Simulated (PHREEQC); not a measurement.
Solution (25 °C): 16 mmol/kgw Mg(NO3)2, 5.7 mmol/kgw K2SO4 and 0.058 mmol/kgw K2SiO3. Closed to the air; pH follows from the charge balance.

Model: ion-association model, wateq4f.dat, run in PHREEQC.

| quantity | before | after |
|---|---|---|
| pH | 9.38 | 9.85 |
| ionic strength (mol/kgw) | 0.0559 | 0.0322 |
| H4SiO4 (mol/kgw) | 4.01e-5 | 2.59e-5 |
| H3SiO4- (mol/kgw) | 1.79e-5 | 3.21e-5 |
| SI of Quartz (SiO2) | -0.41 | -0.60 |

Q: Name the change that produced these shifts.
(A) diluted 2-fold with water
(B) K2SO4 left out
(C) Mg(NO3)2 replaced by KNO3 at the same molality
(D) Mg(NO3)2 left out
(E) 0.0024 mol/kgw KHCO3 added

A: C, Mg(NO3)2 replaced by KNO3 at the same molality

No solid was allowed to form.
